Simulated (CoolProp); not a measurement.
A simple Rankine cycle with cyclopentane: condensing at 298.15 K, boiler at 3.61 MPa, turbine inlet 496.7 K, turbine efficiency 0.9, pump efficiency 0.8, no recuperator. Each further row changes one setting.

Model: reference Helmholtz-energy equation of state, Gedanitz 2015, in CoolProp.

| case | thermal efficiency (%) | net work (kJ/kg) | heat in (kJ/kg) | turbine exit temperature (K) | volume ratio over the turbine |
|---|---|---|---|---|---|
| as stated | 25.4 | 162 | 637 | ? | 110 |
| turbine inlet 516.7 K | 25.6 | 180 | ? | ? | 95.7 |
| condensing temperature 290.15 K | 26.6 | 174 | 652 | 341.4 | 149 |
| boiler pressure 2.53 MPa | 24.4 | 167 | ? | 377.2 | ? |
| turbine efficiency 0.8 | 22.5 | ? | 637 | 362.3 | ? |

### Question
What belongs in the gaps?

### Answer

- as stated, turbine exit temperature (K): 349.7
- turbine inlet 516.7 K, heat in (kJ/kg): 702
- turbine inlet 516.7 K, turbine exit temperature (K): 380.6
- boiler pressure 2.53 MPa, heat in (kJ/kg): 684
- boiler pressure 2.53 MPa, volume ratio over the turbine: 61.0
- turbine efficiency 0.8, net work (kJ/kg): 143
- turbine efficiency 0.8, volume ratio over the turbine: 114
